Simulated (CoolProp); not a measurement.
A closed Brayton cycle with carbon dioxide: compressor inlet 325.15 K and 7.6 MPa, high pressure 14.3 MPa, turbine inlet 950 K, compressor efficiency 0.8, turbine efficiency 0.85, recuperator effectiveness 0.8 (on enthalpy, no pinch check). Each further row changes one setting.

Values from CoolProp's reference Helmholtz-energy equation of state, Span 1996.

| case | thermal efficiency (%) | net work (kJ/kg) | compressor to turbine work | compressor exit (K) | turbine exit (K) |
|---|---|---|---|---|---|
| as stated | 23.0 | 59.4 | 0.36 | 380.6 | 871.0 |
| turbine inlet 900 K | 22.5 | ___ | ___ | 380.6 | 823.8 |
| compressor inlet 335.15 K | 22.4 | ___ | 0.41 | ___ | 871.0 |
| high pressure 12.2 MPa | ___ | 45.9 | 0.35 | ___ | 890.5 |
| recuperator effectiveness 0.5 | 13.8 | 59.4 | 0.36 | 380.6 | 871.0 |

Task: Some entries are withheld; supply them.

Result: 
- turbine inlet 900 K, net work (kJ/kg): 54.2
- turbine inlet 900 K, compressor to turbine work: 0.39
- compressor inlet 335.15 K, net work (kJ/kg): 55.6
- compressor inlet 335.15 K, compressor exit (K): 393.6
- high pressure 12.2 MPa, thermal efficiency (%): 19.6
- high pressure 12.2 MPa, compressor exit (K): 366.3
